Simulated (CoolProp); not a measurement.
CF4 (R14) along the isobar 4.82 MPa: density (kg/m³) from the reference equation and from simpler models built on Tc = 227.4 K, pc = 3.762 MPa, ω = 0.178; each cubic takes its own stable root.

Computed with CoolProp (reference Helmholtz-energy equation of state, Platzer 1990). This equation is an older, rougher fit; its heat capacities, sound speeds and derivatives of the liquid may be far off and weren't checked against measurements.

| T (K) | phase | reference |
|---|---|---|
| 217.4 | liquid | 1131 |
| 223.4 | liquid | 1051 |
| 229.4 | supercritical | 935.2 |
| 235.4 | supercritical | 682.0 |
| 241.4 | supercritical | 447.3 |
| 247.4 | supercritical | 366.0 |
| 253.3 | supercritical | 323.4 |
| 259.3 | supercritical | 294.4 |
| 265.3 | supercritical | 273.0 |
| 271.3 | supercritical | 256.0 |
| 277.3 | supercritical | 242.1 |
| 283.3 | supercritical | 230.3 |
| 289.3 | supercritical | 220.1 |

Q: How far does each simpler model (Redlich-Kwong, Soave-Redlich-Kwong, Peng-Robinson) lie from the reference over these 13 states: mean and median of the absolute difference, and the worst?

A: 
- Redlich-Kwong: mean 5.5 %, median 3.3 %, worst -13.6 % at 229.4 K and 4.82 MPa
- Soave-Redlich-Kwong: mean 5.0 %, median 1.8 %, worst -14.3 % at 229.4 K and 4.82 MPa
- Peng-Robinson: mean 2.9 %, median 2.8 %, worst -5.6 % at 229.4 K and 4.82 MPa
